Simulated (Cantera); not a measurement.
Feed: 1 mol Al(CH3)3, 0.35 mol O2, 670 mol N2, equilibrated at 10.0 Pa.

Cantera equilibrium calculation (NASA polynomials, part measured and part estimated; ideal gas, pure solids and liquids). Candidate condensed phases: Al, AlN, Al2O3, C, C6H6, C7H8, C8H18, H2O; 148 gas species. The feed counts by its element totals alone. The numbers say what is thermodynamically allowed, not how fast it happens. All values below are at 1527 °C.

Base state: N2 0.989, H2 0.00514, H 0.00257, Al 0.00148, CO 0.00103, HCN 0.000438, HNC 1.66e-5 (mole fractions); condensed: C(graphite).

What changes in the equilibrium state with this change: pressure from 10.0 Pa to 3100 Pa?


| species | before | after |
|---|---|---|
| N2 | 0.989 | 0.992 |
| H2 | 0.00514 | 0.00633 |
| CO | 0.00103 | 0.00104 |
| H | 0.00257 | 0.000162 |
| Al | 0.00148 | 5.53e-5 |
| HCN | 0.000438 | 0.000487 |
| HNC | 1.66e-5 | 1.85e-5 |
| C(graphite), mol | 1.99 | 1.96 |
| AlN(s), mol | 0 | 0.962 |
